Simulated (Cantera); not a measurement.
An isothermal, constant-pressure homogeneous reactor starts with NH₃ : N₂ = 1 : 1 (molar parts), at 1923 K and 18000 Pa.

Computed with Cantera and the gas-phase N/H chemistry of the illustrative SiF4/NH3 mechanism in the Surface Chemkin manual (1991). Walls and surfaces, which speed up NH3 decomposition in real reactors, are not modelled.

One state of this run: x NH₃ = 0.489; x NH₂ = 0.000694; x N₂H₄ = 7.69e-8; x N₂H₂ = 2.65e-6; x N = 5.12e-8; x H = 5.89e-6. x: mole fraction; the columns are a selection and need not sum to one.

Which value of t (s) does it belong to?
(A) 0.0714
(B) 0.00775
(C) 3.00e-5
(D) 0.0235

B, 0.00775
